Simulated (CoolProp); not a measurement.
Saturation properties of R22 (Tc = 369.3 K, pc = 4.990 MPa, ω = 0.221).

Values from CoolProp's reference Helmholtz-energy equation of state, Kamei 1995.

```tsv
T (K)	p (MPa)	liquid density (kg/m³)	vapour density (kg/m³)	surface tension (mN/m)	vapour viscosity (µPa s)	liquid conductivity (mW/(m K))
275.7	0.5406	1273	22.99	11.4	[?]	94.5
279.1	0.6017	1261	25.52	10.9	12.9	93.0
282.4	0.6657	1249	28.18	10.4	13.1	91.5
285.7	0.7347	1238	31.07	[?]	13.3	90.0
289.1	0.8113	1225	34.29	9.42	13.5	[?]
292.4	[?]	[?]	37.67	8.94	[?]	87.1
295.7	0.9766	1200	[?]	8.46	13.8	85.6
299.1	1.071	1187	45.40	7.98	14.0	84.1
302.4	1.169	1174	49.68	7.51	14.2	82.6
305.8	1.276	1160	54.46	7.04	14.4	81.1
309.1	1.388	1146	59.47	6.58	14.6	79.6
```

Q: Some entries are withheld; supply them.

A: 
- 275.7, vapour viscosity (µPa s): 12.8
- 285.7, surface tension (mN/m): 9.92
- 289.1, liquid conductivity (mW/(m K)): 88.5
- 292.4, p (MPa): 0.8911
- 292.4, liquid density (kg/m³): 1213
- 292.4, vapour viscosity (µPa s): 13.6
- 295.7, vapour density (kg/m³): 41.33

It boils at 232.3 K under 1 atm.

Viscosity comes from a separate model (Bell 2016), an estimate that may be off by 10 % or more. Thermal conductivity comes from a separate model (McLinden 2000), an estimate that may be off by 10 % or more. Surface tension comes from a separate correlation (Mulero 2012).
